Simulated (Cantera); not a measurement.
A freely propagating, adiabatic, planar premixed flame of 8.92 % CH₄, 6.60 % CO, 17.7 % O₂, 66.3 % N₂, 0.562 % CO₂, unburnt at 650 K and 2.90 bar; mixture-averaged transport, grid criteria slope 0.08 and curve 0.16, no radiation.

Computed with Cantera and GRI-Mech 3.0 (53 species, 325 reactions). Burning velocities carry a grid error of a few per cent, more on coarse grids.

Q: Predict: laminar burning velocity; thermal thickness; peak x(CH₂O); peak x(O).

A: 
- laminar burning velocity: 126 cm/s
- thermal thickness: 0.125 mm
- peak x(CH₂O): 0.00123
- peak x(O): 0.00293
